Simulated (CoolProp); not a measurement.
Vapour-liquid equilibrium of R143a (1) + isobutene (2) at -71.15 °C; x and y are mole fractions of (1).

Computed with CoolProp (multi-fluid Helmholtz-energy mixture model, Lemmon and Jacobsen 2000 and Lemmon 2005; pair parameters Bell 2016).

| x | bubble pressure, mixture model (MPa) | bubble pressure, Raoult's law (MPa) | y, mixture model | y, Raoult's law |
|---|---|---|---|---|
| 0.05 | 0.008459 | 0.004407 | 0.640 | 0.316 |
| 0.125 | 0.01373 | 0.006261 | 0.790 | 0.557 |
| 0.2 | 0.01697 | 0.008114 | 0.838 | 0.687 |
| 0.275 | 0.01900 | 0.009968 | 0.861 | 0.769 |
| 0.35 | 0.02033 | 0.01182 | 0.875 | 0.826 |
| 0.425 | 0.02128 | 0.01367 | 0.884 | 0.867 |
| 0.5 | 0.02204 | 0.01553 | 0.892 | 0.898 |
| 0.575 | 0.02274 | 0.01738 | [?] | 0.922 |
| 0.65 | 0.02346 | 0.01923 | 0.909 | 0.942 |
| 0.725 | 0.02424 | 0.02109 | [?] | 0.959 |
| 0.8 | 0.02511 | 0.02294 | [?] | 0.972 |
| 0.875 | 0.02608 | 0.02479 | 0.953 | 0.984 |
| 0.95 | 0.02714 | 0.02665 | [?] | 0.994 |

Q: Fill in the missing entries.

A: 
- 0.575, y, mixture model: 0.900
- 0.725, y, mixture model: 0.920
- 0.8, y, mixture model: 0.935
- 0.95, y, mixture model: 0.979

The largest gap from Raoult's law is +119.3 % in bubble pressure, at x = 0.125. No azeotrope shows between x = 0.05 and 0.95.

Pair parameters are fitted to limited data, so mixtures are less certain than the pure fluids. With so large a gap from Raoult's law the liquid may split in two, which this calculation doesn't test in full.
